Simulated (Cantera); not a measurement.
An isothermal, constant-pressure homogeneous reactor starts with 54.9 % N2O, 1.15 % H2, 43.9 % N2, at 1350 K and 6.60 Torr.

Detailed kinetics in Cantera: GRI-Mech 3.0 (53 species, 325 reactions). GRI-Mech 3.0 was tuned for natural gas; its chemistry of N2O as a main component is partial and can be far from experiment. Radical loss at walls, strong at low pressure, is not modelled. The mechanism lacks the step 2 NO + O2 → 2 NO2, which can matter for NO2 below about 1400 K. The temperature is held fixed by assumption; the heat of reaction is taken as removed at once.

One state of this run: x N2O = 0.503; x H2 = 6.63e-7; x OH = 4.30e-5; x N2 = 0.470; x NO2 = 0.000197; x NO = 0.00430; x H2O = 0.0114. x: mole fraction; the columns are a selection and need not sum to one.

**Question.** Which value of t (s) does it belong to?
(A) 0.739
(B) 3.52
(C) 0.00682
(D) 0.0325

**Answer.** A, 0.739
